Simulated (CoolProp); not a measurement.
Model: reference Helmholtz-energy equation of state, de Vries 1995, in CoolProp.

Task: For R124, give the phase and the density (kg/m³), speed of sound (m/s), Joule-Thomson coefficient (K/MPa), expansivity (1/kK) at 57.15 °C and 19.4 MPa; 76.05 °C and 19.4 MPa; 170.65 °C and 19.4 MPa.

Result: 
- 57.15 °C and 19.4 MPa: liquid; density 1350, speed of sound 572, Joule-Thomson coefficient -0.225, expansivity 2.01
- 76.05 °C and 19.4 MPa: liquid; density 1300, speed of sound 521, Joule-Thomson coefficient -0.168, expansivity 2.16
- 170.65 °C and 19.4 MPa: supercritical; density 1010, speed of sound 322, Joule-Thomson coefficient 0.345, expansivity 3.25
